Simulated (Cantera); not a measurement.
**Moist CO burnout**

An isothermal, constant-pressure homogeneous reactor starts with CO : O₂ : H₂O : N₂ = 0.05 : 0.028 : 0.08 : 1 (molar parts), equivalence ratio 0.89, at 1125 K and 1.01 bar.

Detailed kinetics in Cantera: GRI-Mech 3.0 (53 species, 325 reactions). The temperature is held fixed by assumption; the heat of reaction is taken as removed at once.

| t (s) | x CO | x O₂ | x H₂O | x N₂O | x OH |
|---|---|---|---|---|---|
| 0.000800 | 0.0432 | 0.0242 | 0.0691 | 1.37e-11 | 7.46e-8 |
| 0.00184 | 0.0417 | 0.0235 | 0.0688 | 1.11e-8 | 5.84e-5 |
| 0.00423 | 0.0167 | 0.0114 | 0.0688 | 1.38e-7 | 0.000137 |
| 0.00972 | 0.00375 | 0.00474 | 0.0699 | 1.56e-7 | 7.67e-5 |
| 0.0223 | 0.000736 | 0.00308 | 0.0704 | 1.57e-7 | 3.53e-5 |
| 0.0513 | 0.000154 | 0.00274 | 0.0706 | 1.64e-7 | 1.50e-5 |
| 0.118 | 3.26e-5 | 0.00267 | 0.0706 | 1.68e-7 | 6.92e-6 |
| 0.271 | 5.96e-6 | 0.00265 | 0.0706 | 1.69e-7 | 3.44e-6 |
| 0.623 | 8.59e-7 | 0.00265 | 0.0706 | 1.66e-7 | 1.77e-6 |
| 1.43 | 9.64e-8 | 0.00265 | 0.0706 | 1.55e-7 | 9.62e-7 |
| 3.29 | 1.18e-8 | 0.00265 | 0.0706 | 1.33e-7 | 5.85e-7 |
| 7.57 | 4.00e-9 | 0.00265 | 0.0706 | 9.16e-8 | 4.16e-7 |
| 17.4 | 2.76e-9 | 0.00265 | 0.0706 | 3.94e-8 | 3.37e-7 |
| 40.0 | 2.34e-9 | 0.00265 | 0.0706 | 6.35e-9 | 2.94e-7 |
x: mole fraction; the columns are a selection and need not sum to one.

Equilibrium at this temperature and pressure: CO 2.28e-9, O₂ 0.00264, H₂O 0.0706, N₂O 9.95e-10, OH 2.84e-7 (gas phase only).
